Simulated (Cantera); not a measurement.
Feed: 1 mol Si, a varied amount of NF₃, held at 350 °C and 10.0 mbar.

These are equilibrium values from Cantera (NASA tables, ideal gas, pure condensed phases), not measurements of a reactor. Candidate condensed phases: Si, Si₃N₄; 16 gas species. Equilibrium is a limit: real reactors are often held back by kinetics, nucleation or transport.

What share of the Si ends up in condensed phases as a function of n(NF₃) (mol), at 0.7, 0.87, 1.1, 1.3, 1.7, 2, 2.5, 3.1, 3.9, 4.8?


```csv
n(NF₃) (mol),Si condensed (%),as
0.7,47.5,Si₃N₄(s)
0.87,34.7,Si₃N₄(s)
1.1,17.5,Si₃N₄(s)
1.3,2.5,Si₃N₄(s)
1.7,0.0,-
2,0.0,-
2.5,0.0,-
3.1,0.0,-
3.9,0.0,-
4.8,0.0,-
```
